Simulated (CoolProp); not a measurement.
Properties of dimethyl carbonate along the isobar 16.6 MPa.

Computed with CoolProp (reference Helmholtz-energy equation of state, Zhou 2011).

```
T (K)   phase  density (kg/m³)  cp (kJ/(kg K))  cv (kJ/(kg K))  speed of sound (m/s)  expansivity (1/kK)  fugacity coefficient
-----  ------  ---------------  --------------  --------------  --------------------  ------------------  --------------------
348.5  liquid             1015           1.895           1.424                  1083               1.239              0.006088
353.1  liquid             1010           1.904           1.432                  1067               1.251              0.007094
357.6  liquid             1004           1.913           1.440                  1051               1.262              0.008199
362.2  liquid            998.1           1.923           1.448                  1036               1.274              0.009462
366.7  liquid            992.4           1.932           1.456                  1020               1.286               0.01084
371.3  liquid            986.5           1.942           1.465                  1005               1.299               0.01240
375.8  liquid            980.7           1.952           1.473                 990.2               1.312               0.01408
380.4  liquid            974.8           1.962           1.482                 975.2               1.326               0.01597
384.9  liquid            968.9           1.972           1.490                 960.6               1.340               0.01800
389.5  liquid            962.9           1.983           1.499                 945.9               1.355               0.02027
394    liquid            957.1           1.993           1.508                 931.6               1.370               0.02268
398.6  liquid            951.0           2.004           1.516                 917.1               1.386               0.02536
```
